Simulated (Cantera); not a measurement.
Cantera run:

```python
import numpy as np
import cantera as ct

gas_names = """
    CuF2 O2 F2 F
""".split()
cond_names = """
    Cu2O(s) Cu2O(L)
""".split()


# ... load() reads the species with a 1 bar reference pressure and builds the phases ...
species = {s.name: s for s in load("nasa_gas.yaml", gas_names) + load("nasa_condensed.yaml", cond_names)}
# Each term lists the table entries of one substance; the one whose range holds T is used.
reactions = {
    '4 CuF2(g) + O2(g) = 2 Cu2O + 4 F2(g)':
        [(-4, ['CuF2']), (-1, ['O2']), (2, ['Cu2O(s)', 'Cu2O(L)']), (4, ['F2'])],
    '2 Cu2O + 8 F(g) = O2(g) + 4 CuF2(g)':
        [(-2, ['Cu2O(s)', 'Cu2O(L)']), (-8, ['F']), (1, ['O2']), (4, ['CuF2'])],
}


def pick(names, T):
    return next(species[n] for n in names if species[n].thermo.min_temp <= T <= species[n].thermo.max_temp)


results = []
for label, terms in reactions.items():
    print(label)
    print("     T/K   dH/kJ  dS/(J/K)   dG/kJ   log10 K")
    for T in [1400, 1550, 1700, 1850, 2000, 2150, 2300, 2450, 2600]:
        used = [(nu, pick(names, T)) for nu, names in terms]
        dH = sum(nu * s.thermo.h(T) for nu, s in used) / 1e6
        dS = sum(nu * s.thermo.s(T) for nu, s in used) / 1e3
        dG = dH - T * dS / 1e3
        logK = -dG * 1e6 / (ct.gas_constant * T * np.log(10))
        results.append((label, T, dH, dS, dG, logK, [s.name for _, s in used]))
        print(f"{T:8g} {dH:8.1f} {dS:8.1f} {dG:8.1f} {logK:8.2f}")
```

Result:

```
4 CuF2(g) + O2(g) = 2 Cu2O + 4 F2(g)
     T/K   dH/kJ  dS/(J/K)   dG/kJ   log10 K
    1400    777.2   -213.4   1076.0   -40.14
    1550    918.4   -120.1   1104.6   -37.22
    1700    931.2   -112.2   1122.0   -34.47
    1850    943.8   -105.1   1138.3   -32.14
    2000    956.2    -98.7   1153.5   -30.13
    2150    968.3    -92.9   1167.9   -28.37
    2300    980.0    -87.6   1181.4   -26.83
    2450    991.4    -82.8   1194.2   -25.46
    2600   1002.3    -78.5   1206.3   -24.23
2 Cu2O + 8 F(g) = O2(g) + 4 CuF2(g)
     T/K   dH/kJ  dS/(J/K)   dG/kJ   log10 K
    1400  -1443.8   -297.7  -1027.1    38.32
    1550  -1587.3   -392.5   -978.9    32.99
    1700  -1602.1   -401.6   -919.3    28.25
    1850  -1616.6   -409.8   -858.4    24.24
    2000  -1630.7   -417.2   -796.4    20.80
    2150  -1644.5   -423.8   -733.3    17.82
    2300  -1658.0   -429.9   -669.3    15.20
    2450  -1671.1   -435.4   -604.4    12.89
    2600  -1683.9   -440.5   -538.7    10.82
```

Cantera with NASA thermochemical tables; ideal gases at 1 bar, condensed phases pure. Condensed species are held in their standard states even where they would react or evaporate.
